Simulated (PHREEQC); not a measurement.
## Leach liquor: speciation

A solution holds 6.4 mmol/kgw HCl, 0.06 mmol/kgw MnSO4 and 0.058 mmol/kgw Na2SO4, at 25 °C. Closed to the air; pH follows from the charge balance.

Computed with PHREEQC (ion-association model, phreeqc.dat).

Precipitation was switched off in this run.

Estimate the pH, specific conductance.

pH 2.23; specific conductance 2580 µS/cm.

In which forms is Mn present?

Mn+2 97 %, MnCl+ 1.8 %, MnSO4 0.7 % of the Mn.
